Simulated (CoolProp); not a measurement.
Vapour-liquid equilibrium of propane (1) + isobutene (2) at 4.57 bar; x and y are mole fractions of (1).

Model: multi-fluid Helmholtz-energy mixture model, Lemmon 2009 and Lemmon 2005; pair parameters Bell 2016, in CoolProp.

```tsv
x	bubble temperature, mixture model (°C)	bubble temperature, Raoult's law (°C)	y, mixture model	y, Raoult's law
0.05	34.8	35.6	0.143	0.135
0.15	28.0	29.6	0.351	0.350
0.25	22.7	24.2	0.495	0.511
0.35	18.4	19.6	0.605	0.633
0.45	14.7	15.4	0.693	0.728
0.55	11.4	11.7	0.768	0.804
0.65	8.3	8.3	0.833	0.864
0.75	5.4	5.3	0.890	0.912
0.85	2.6	2.5	0.940	0.952
0.95	0.0	0.0	0.982	0.986
```

The largest gap from Raoult's law is -1.6 K in bubble temperature, at x = 0.15. No azeotrope shows between x = 0.05 and 0.95.

Pair parameters are fitted to limited data, so mixtures are less certain than the pure fluids.
